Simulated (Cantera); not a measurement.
Feed: 1 mol Pb, 4.4 mol CO, 4.5 mol N₂, at 0.000340 bar.

These are equilibrium values from Cantera (NASA tables, ideal gas, pure condensed phases), not measurements of a reactor. Candidate condensed phases: C, Pb, PbO, PbO₂, Pb₃O₄; 27 gas species. Kinetics and transport are ignored. All values below are at 1375 K.

Base state: N₂ 0.455, CO 0.444, Pb 0.101 (mole fractions); condensed: gas only.

Question: What changes in the equilibrium state with this change: 0.4 mol H₂O added?

Answer: 
| species | before | after |
|---|---|---|
| N₂ | 0.455 | 0.437 |
| CO | 0.444 | 0.394 |
| Pb | 0.101 | 0.0971 |
| CO₂ | 1.49e-7 | 0.0331 |
| H₂ | 0 | 0.0331 |
| H₂O | 0 | 0.00574 |
| H | 0 | 3.38e-5 |
Further candidate phases: C₆H₆, C₇H₈, C₈H₁₈, H₂O.
